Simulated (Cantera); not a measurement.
What does this Cantera script print?

```python
import numpy as np
import cantera as ct

gas_names = """
    N NO NO2 NO3 N2 N2O O O2 O3 S SN SO SO2 SO3 S2 S2O S8
""".split()
cond_names = """
    S(cr1) S(cr2) S(L)
""".split()


# ... load() reads the species with a 1 bar reference pressure and builds the phases ...
atoms = {
    'N2O': {'N': 2, 'O': 1},
    'SO2': {'S': 1, 'O': 2},
    'O2': {'O': 2},
}
top_T = {}  # K; cautious upper limits of use, not melting points


# ... equilibrate(T, P, feed) seeds the gas with the atoms and calls Mixture.equilibrate('TP', solver="vcs", rtol=1e-11, max_steps=5000) ...
results = []
T = 2675  # K
P = 81000  # Pa
for m in [0.0083, 0.013, 0.019, 0.028, 0.043, 0.064, 0.096, 0.14, 0.22, 0.33, 0.49]:
    feed = {'N2O': 1, 'SO2': m, 'O2': 0.15}  # mol
    mix = equilibrate(T, P, feed)
    results.append((T, P, feed, dict(zip(mix.species_names, mix.species_moles))))
    x = sorted(zip(gas.X, gas.species_names), reverse=True)
    print(f"T = {T:g} K  P = {P:g} Pa  n(SO2) = {m:g} mol  gas = {mix.phase_moles(0):.4g} mol")
    print("   x: " + "  ".join(f"{s} {v:.3e}" for v, s in x if v > 0.0001))
    print("   condensed (mol): " + ("  ".join(f"{mix.phase(i).name} {mix.phase_moles(i):.4g}"
          for i in range(1, mix.n_phases) if mix.phase_moles(i) > 1e-12) or "none"))
```

Output:

```
T = 2675 K  P = 81000 Pa  n(SO2) = 0.0083 mol  gas = 1.677 mol
   x: N2 5.793e-01  O2 3.597e-01  NO 3.438e-02  O 2.163e-02  SO2 4.818e-03  SO 1.283e-04
   condensed (mol): none
T = 2675 K  P = 81000 Pa  n(SO2) = 0.013 mol  gas = 1.681 mol
   x: N2 5.776e-01  O2 3.587e-01  NO 3.428e-02  O 2.160e-02  SO2 7.525e-03  SO 2.007e-04
   condensed (mol): none
T = 2675 K  P = 81000 Pa  n(SO2) = 0.019 mol  gas = 1.687 mol
   x: N2 5.755e-01  O2 3.575e-01  NO 3.416e-02  O 2.156e-02  SO2 1.096e-02  SO 2.928e-04
   condensed (mol): none
T = 2675 K  P = 81000 Pa  n(SO2) = 0.028 mol  gas = 1.697 mol
   x: N2 5.724e-01  O2 3.556e-01  NO 3.398e-02  O 2.151e-02  SO2 1.606e-02  SO 4.302e-04
   condensed (mol): none
T = 2675 K  P = 81000 Pa  n(SO2) = 0.043 mol  gas = 1.712 mol
   x: N2 5.673e-01  O2 3.525e-01  NO 3.368e-02  SO2 2.444e-02  O 2.141e-02  SO 6.576e-04
   condensed (mol): none
T = 2675 K  P = 81000 Pa  n(SO2) = 0.064 mol  gas = 1.733 mol
   x: N2 5.603e-01  O2 3.482e-01  SO2 3.592e-02  NO 3.327e-02  O 2.128e-02  SO 9.725e-04
   condensed (mol): none
T = 2675 K  P = 81000 Pa  n(SO2) = 0.096 mol  gas = 1.766 mol
   x: N2 5.500e-01  O2 3.419e-01  SO2 5.287e-02  NO 3.266e-02  O 2.109e-02  SO 1.445e-03
   condensed (mol): none
T = 2675 K  P = 81000 Pa  n(SO2) = 0.14 mol  gas = 1.811 mol
   x: N2 5.363e-01  O2 3.336e-01  SO2 7.517e-02  NO 3.186e-02  O 2.083e-02  SO 2.079e-03
   condensed (mol): none
T = 2675 K  P = 81000 Pa  n(SO2) = 0.22 mol  gas = 1.892 mol
   x: N2 5.132e-01  O2 3.196e-01  SO2 1.130e-01  NO 3.050e-02  O 2.039e-02  SO 3.192e-03
   condensed (mol): none
T = 2675 K  P = 81000 Pa  n(SO2) = 0.33 mol  gas = 2.004 mol
   x: N2 4.845e-01  O2 3.022e-01  SO2 1.598e-01  NO 2.882e-02  O 1.983e-02  SO 4.645e-03  SO3 1.096e-04
   condensed (mol): none
T = 2675 K  P = 81000 Pa  n(SO2) = 0.49 mol  gas = 2.168 mol
   x: N2 4.479e-01  O2 2.802e-01  SO2 2.192e-01  NO 2.668e-02  O 1.909e-02  SO 6.616e-03  SO3 1.447e-04
   condensed (mol): none
```

Cantera equilibrium calculation (NASA polynomials, part measured and part estimated; ideal gas, pure solids and liquids).
